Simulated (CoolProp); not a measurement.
Vapour-liquid equilibrium of R22 (1) + R123 (2) at 0.697 MPa; x and y are mole fractions of (1).

Model: multi-fluid Helmholtz-energy mixture model, Kamei 1995 and Younglove 1994; pair parameters Bell 2016, in CoolProp.

```tsv
x	bubble temperature (K)	y at the bubble point	dew temperature at overall composition x (K)	liquid density (mol/L)
0.05	359.4	0.195	365.8	8.572
0.2	336.8	0.595	359.2	9.471
0.35	319.8	0.792	351.7	10.34
0.5	307.5	0.888	343.1	11.20
0.65	298.5	0.940	332.7	12.08
0.8	291.5	0.972	318.8	13.01
0.95	285.7	0.994	296.4	14.02
```

No azeotrope shows between x = 0.05 and 0.95.

The pair parameters rest on a limited set of measurements; away from them the model extrapolates.
